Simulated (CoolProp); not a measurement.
Properties of propylene at several states.

The numbers come from the reference Helmholtz-energy equation of state, Lemmon 2013 in CoolProp.

| T (K) | p (MPa) | phase | density (kg/m³) | isothermal compressibility (1/MPa) |
|---|---|---|---|---|
| 501.5 | 0.226 | gas | 2.294 | 4.451 |
| 501.6 | 0.0978 | gas | 0.9893 | 10.25 |
| 185.5 | 0.0161 | liquid | 657.6 | 0.001140 |
